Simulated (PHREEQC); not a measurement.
Dissolve 0.011 mol HCl, 0.0016 mol FeSO4 and 0.00018 mol MnSO4 per kg of water at 20 °C. It is in equilibrium with CO2 at log p = -3.5 (atm). Otherwise closed; pH follows from the charge balance.

Model: Pitzer model, pitzer.dat, run in PHREEQC.

| quantity | before | after |
|---|---|---|
| pH | 2.04 | 2.06 |
| ionic strength (mol/kgw) | 0.0170 | 0.0158 |
| SO4-2 (mol/kgw) | 0.00122 | 0.000630 |
| HSO4- (mol/kgw) | 0.000564 | 0.00115 |
| HCO3- (mol/kgw) | 6.59e-10 | 3.06e-10 |

**Question.** Name the change that produced these shifts.
(A) FeSO4 from 0.0016 to 0.0008 mol/kgw
(B) HCl from 0.011 to 0.0011 mol/kgw
(C) HCl from 0.011 to 0.0099 mol/kgw
(D) temperature from 20 to 70 °C
(E) FeSO4 from 0.0016 to 0.008 mol/kgw

**Answer.** D, temperature from 20 to 70 °C

No solid was allowed to form. At this temperature some constants are extrapolated from 25 °C, and those without enthalpy data are left unchanged.
